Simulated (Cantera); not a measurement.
Feed: 1 mol Si₂H₆, 7.6 mol NO, 83 mol H₂, at 13.3 mbar.

These are equilibrium values from Cantera (NASA tables, ideal gas, pure condensed phases), not measurements of a reactor. Candidate condensed phases: H₂O, Si, SiO₂, Si₂N₂O, Si₃N₄; 35 gas species. The feed counts by its element totals alone. The tables hold silica as quartz up to 1696 K and as liquid above; real silica turns to tridymite and cristobalite and melts near 1996 K. Kinetics and transport are ignored.

**Question.** At 1573 K, list the 5 most abundant gas species with their mole fractions, and the condensed phases.

**Answer.** H₂ 0.917, N₂ 0.0423, H₂O 0.0401, H 0.000337, SiO 2.20e-5. Condensed: SiO₂(β-quartz).
